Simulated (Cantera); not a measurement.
Input (Python, Cantera) and output of one run.

```python
import numpy as np
import cantera as ct

gas_names = """
    C CH CH2 CH3 CH2OH CH3O CH4 CH3OH CN CO CO2 COOH C2 C2H CHCO,ketyl C2H2,acetylene C2H2,vinylidene
    CH2CO,ketene C2H3,vinyl CH3CN CH3CO,acetyl C2H4 C2H4O,ethylen CH3CHO,ethanal CH3COOH (HCOOH)2 C2H5
    C2H6 CH3OCH3 C2H5OH CCN CNC C2N2 C2O C3 C3H3,propargyl C3H4,allene C3H4,propyne C3H4,cyclo-
    C3H5,allyl C3H6,propylene C3H6,cyclo- C3H6O C3H7,n-propyl C3H7,i-propyl C3H8 C3H8O,1propanol
    C3H8O,2propanol C3O2 C4 C4H2 C4H4,1,3-cyclo- C4H6,butadiene C4H6,2-butyne C4H6,cyclo- C4H8,1-butene
    C4H8,cis2-buten C4H8,tr2-butene C4H8,isobutene C4H8,cyclo- (CH3COOH)2 C4H9,n-butyl C4H9,i-butyl
    C4H9,s-butyl C4H9,t-butyl C4H10,isobutane C4H10,n-butane C4N2 C5 C5H6,1,3cyclo- C5H8,cyclo-
    C5H10,1-pentene C5H10,cyclo- C5H11,pentyl C5H11,t-pentyl C5H12,n-pentane C5H12,i-pentane
    CH3C(CH3)2CH3 C6H2 C6H5,phenyl C6H5O,phenoxy C6H6 C6H5OH,phenol C6H10,cyclo- C6H12,1-hexene
    C6H12,cyclo- C6H13,n-hexyl C7H7,benzyl C7H8 C7H8O,cresol C7H14,1-heptene C7H15,n-heptyl
    C7H16,n-heptane C8H8,styrene C8H10,ethylbenz C8H16,1-octene C8H17,n-octyl C8H18,isooctane
    C8H18,n-octane C9H19,n-nonyl C10H8,naphthale C10H21,n-decyl C12H9,o-bipheny C12H10,bipheny Cu CuO
    Cu2 H HCN HCO HCCN HNC HNCO HNO HNO2 HNO3 HO2 H2 HCHO,formaldehy HCOOH H2O H2O2 N NCO NH NH2 NH3
    NH2OH NO NO2 NO3 N2 N2H2 N2H4 N2O O OH O2 O3
""".split()
cond_names = """
    C(gr) C6H6(L) C7H8(L) C8H18(L),n-octa Cu(cr) Cu(L) CuO(s) CuO2H2(s) Cu2O(s) Cu2O(L) H2O(s) H2O(L)
""".split()


def load(file, names, dense=False):
    # The tables refer to 1 bar. Condensed volumes are neglected.
    table = {s.name: s for s in ct.Species.list_from_file(file)}
    out = []
    for n in names:
        d = dict(table[n].input_data)
        d["thermo"] = dict(d["thermo"], **{"reference-pressure": 1e5})
        if dense:
            d["equation-of-state"] = {"model": "constant-volume", "density": "1e6 g/cm^3"}
        out.append(ct.Species.from_dict(d))
    return out


gas = ct.Solution(thermo="ideal-gas", species=load("nasa_gas.yaml", gas_names))
cond = {s.name: ct.Solution(thermo="fixed-stoichiometry", species=[s], name=s.name)
        for s in load("nasa_condensed.yaml", cond_names, dense=True)}
atoms = {
    'CuO': {'Cu': 1, 'O': 1},
    'CH4': {'C': 1, 'H': 4},
    'N2': {'N': 2},
}
top_T = {'C(gr)': 4500, 'CuO(s)': 1390}  # K; cautious upper limits of use, not melting points


def equilibrate(T, P, feed):
    n = {}
    for name, mol in feed.items():
        for a, k in atoms[name].items():
            n[a] = n.get(a, 0.0) + k * mol
    gas.TPX = T, P, n
    mass = sum(n.values()) * gas.mean_molecular_weight
    gas.equilibrate("TP")
    valid = [c for c in cond.values() if c.min_temp <= T <= top_T.get(c.name, c.max_temp)]
    mix = ct.Mixture([(gas, mass / gas.mean_molecular_weight)] + [(c, 0.0) for c in valid])
    mix.T, mix.P = T, P
    mix.equilibrate("TP", solver="vcs", rtol=1e-11, max_steps=5000)
    return mix


results = []
feed = {'CuO': 1, 'CH4': 0.71, 'N2': 0.1}  # mol
P = 1800  # Pa
for T in [1250, 1350, 1450, 1550, 1650, 1750, 1850]:
    mix = equilibrate(T, P, feed)
    results.append((T, P, feed, dict(zip(mix.species_names, mix.species_moles))))
    x = sorted(zip(gas.X, gas.species_names), reverse=True)
    print(f"T = {T:g} K  P = {P:g} Pa  gas = {mix.phase_moles(0):.4g} mol")
    print("   x: " + "  ".join(f"{s} {v:.3e}" for v, s in x if v > 1e-05))
    print("   condensed (mol): " + ("  ".join(f"{mix.phase(i).name} {mix.phase_moles(i):.4g}"
          for i in range(1, mix.n_phases) if mix.phase_moles(i) > 1e-12) or "none"))
```

Result:

```
T = 1250 K  P = 1800 Pa  gas = 2.23 mol
   x: H2 5.396e-01  CO 2.855e-01  H2O 9.718e-02  N2 4.484e-02  CO2 3.286e-02
   condensed (mol): Cu(cr) 1
T = 1350 K  P = 1800 Pa  gas = 2.23 mol
   x: H2 5.348e-01  CO 2.902e-01  H2O 1.019e-01  N2 4.484e-02  CO2 2.814e-02  Cu 2.718e-05  H 1.299e-05
   condensed (mol): Cu(cr) 0.9999
T = 1450 K  P = 1800 Pa  gas = 2.23 mol
   x: H2 5.311e-01  CO 2.938e-01  H2O 1.055e-01  N2 4.483e-02  CO2 2.453e-02  Cu 1.911e-04  H 5.137e-05
   condensed (mol): Cu(L) 0.9996
T = 1550 K  P = 1800 Pa  gas = 2.232 mol
   x: H2 5.278e-01  CO 2.963e-01  H2O 1.082e-01  N2 4.479e-02  CO2 2.172e-02  Cu 1.031e-03  H 1.705e-04
   condensed (mol): Cu(L) 0.9977
T = 1650 K  P = 1800 Pa  gas = 2.241 mol
   x: H2 5.235e-01  CO 2.974e-01  H2O 1.100e-01  N2 4.463e-02  CO2 1.945e-02  Cu 4.511e-03  H 4.899e-04
   condensed (mol): Cu(L) 0.9899
T = 1750 K  P = 1800 Pa  gas = 2.269 mol
   x: H2 5.149e-01  CO 2.954e-01  H2O 1.103e-01  N2 4.407e-02  CO2 1.748e-02  Cu 1.659e-02  H 1.244e-03  Cu2 2.545e-05  OH 1.562e-05
   condensed (mol): Cu(L) 0.9622
T = 1850 K  P = 1800 Pa  gas = 2.358 mol
   x: H2 4.933e-01  CO 2.856e-01  H2O 1.074e-01  Cu 5.276e-02  N2 4.241e-02  CO2 1.549e-02  H 2.820e-03  Cu2 1.247e-04  OH 4.538e-05
   condensed (mol): Cu(L) 0.875
```

Cantera equilibrium calculation (NASA polynomials, part measured and part estimated; ideal gas, pure solids and liquids).
